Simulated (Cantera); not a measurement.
## Carbon deposition, reforming and gasification: CH₃OH + O₂ + H₂

Input: 1 mol CH₃OH, 0.49 mol O₂, 82 mol H₂, equilibrated at 648.15 K.

These are equilibrium values from Cantera (NASA tables, ideal gas, pure condensed phases), not measurements of a reactor. Candidate condensed phases: C, C₆H₆, C₇H₈, C₈H₁₈, H₂O; 110 gas species. The ideal-gas law is rough above about 30 bar. Kinetics and transport are ignored.

From 10.0 Pa to 1.00e7 Pa nothing is condensed. The main C-bearing gas is CO at 10.0 Pa and CH₄ at 1.00e7 Pa.

```tsv
P (Pa)	log p H₂	log p H₂O	log p CH₄	log p CO	log p CO₂
10	-4.01	-5.98	-7.20	-6.02	-6.79
56	-3.26	-5.04	-5.47	-5.59	-6.16
320	-2.51	-4.13	-4.43	-5.91	-6.32
1800	-1.76	-3.37	-3.66	-6.62	-7.03
10000	-1.02	-2.62	-2.92	-7.37	-7.77
56000	-0.27	-1.87	-2.17	-8.11	-8.52
320000	0.49	-1.12	-1.41	-8.87	-9.28
1800000	1.24	-0.37	-0.66	-9.62	-10.03
10000000	1.98	0.38	0.08	<-10	<-10
```
log p: log10 of the partial pressure in bar; nothing condenses.
